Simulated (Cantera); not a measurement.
An isothermal, constant-pressure homogeneous reactor starts with 15.9 % C2H6, 84.1 % N2, at 1548 K and 0.900 Torr.

Detailed kinetics in Cantera: GRI-Mech 3.0 (53 species, 325 reactions). GRI-Mech 3.0 stops at C3 and has no aromatics, soot or wall deposition, so with more carbon than oxygen in the feed, carbon stays in small species such as C2H2 where larger ones or solid carbon would form. Radical loss at walls, strong at low pressure, is not modelled.

Q: Predict: x(C2H6) at 200 s; x(CH4) at 200 s; x(H) at 200 s; x(HCN) at 200 s; x(CH2) at 200 s.

A: 
```
Property                                             Result
----------------  -----------------------------------------
x(C2H6) at 200 s   9.75e-9 (gas-phase equilibrium 6.15e-12)
x(CH4) at 200 s     0.00110 (gas-phase equilibrium 1.90e-5)
x(H) at 200 s     0.000393 (gas-phase equilibrium 0.000439)
x(HCN) at 200 s       4.28e-6 (gas-phase equilibrium 0.103)
x(CH2) at 200 s     5.20e-8 (gas-phase equilibrium 1.13e-9)
```
